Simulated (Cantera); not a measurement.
A perfectly stirred reactor is fed with 1.07 % CH4, 97.6 % H2, 1.37 % H, at 57.0 Torr; it is held at 1275 K, and followed from long to short residence time.

Computed with Cantera and GRI-Mech 3.0 (53 species, 325 reactions). GRI-Mech 3.0 stops at C3 and has no aromatics, soot or wall deposition, so with more carbon than oxygen in the feed, carbon stays in small species such as C2H2 where larger ones or solid carbon would form.

One state of this run: x CH4 = 0.0103; x H2 = 0.988; x H = 0.00110; x CH2 = 1.08e-7; x C2H = 3.57e-11; x C2H2 = 8.86e-5; x CH3 = 0.000213. x: mole fraction; the columns are a selection and need not sum to one.

**Question.** Which value of τ (s) does it belong to?
(A) 0.95
(B) 0.12
(C) 0.00075
(D) 0.016

**Answer.** D, 0.016
